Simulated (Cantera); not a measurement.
**Silicon epitaxy and polysilicon growth: Si2Cl6 + Cl2 + N2**

Charge: 1 mol Si2Cl6, 0.014 mol Cl2, 19 mol N2, equilibrated at 702 °C and 1.20 bar.

These are equilibrium values from Cantera (NASA tables, ideal gas, pure condensed phases), not measurements of a reactor. Candidate condensed phases: Si, Si3N4; 13 gas species. The feed counts by its element totals alone. N2 is the only nitrogen source here; it is nearly inert below about 1500 K, so the nitride shown seldom forms there in practice. Equilibrium is a limit: real reactors are often held back by kinetics, nucleation or transport.

| Quantity | Value |
|---|---|
| x(N2) | 0.925 |
| x(SiCl4) | 0.0747 |
| x(SiCl3) | 7.29e-6 |
| n(Si3N4(s)) | 0.164 mol |
| gas amount | 20.18 mol |
| log10 activity of Si(s) (absent) | -7.55 |
